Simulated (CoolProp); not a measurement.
Vapour-liquid equilibrium of propane (1) + isobutane (2) at 0.619 MPa; x and y are mole fractions of (1).

Computed with CoolProp (multi-fluid Helmholtz-energy mixture model, Lemmon 2009 and Bücker 2006; pair parameters Kunz 2012).

```csv
x,"bubble temperature, mixture model (K)","bubble temperature, Raoult's law (K)","y, mixture model","y, Raoult's law"
0.05,316.4,316.2,0.102,0.118
0.15,311.6,310.8,0.278,0.314
0.25,307.1,306.1,0.424,0.468
0.35,303.0,301.8,0.547,0.591
0.45,299.2,298.0,0.651,0.690
0.55,295.6,294.5,0.740,0.771
0.65,292.3,291.4,0.815,0.838
0.75,289.2,288.5,0.879,0.894
0.85,286.2,285.8,0.934,0.942
0.95,283.5,283.3,0.980,0.982
```

The largest gap from Raoult's law is +1.2 K in bubble temperature, at x = 0.45. No azeotrope shows between x = 0.05 and 0.95.

Pair parameters are fitted to limited data, so mixtures are less certain than the pure fluids.
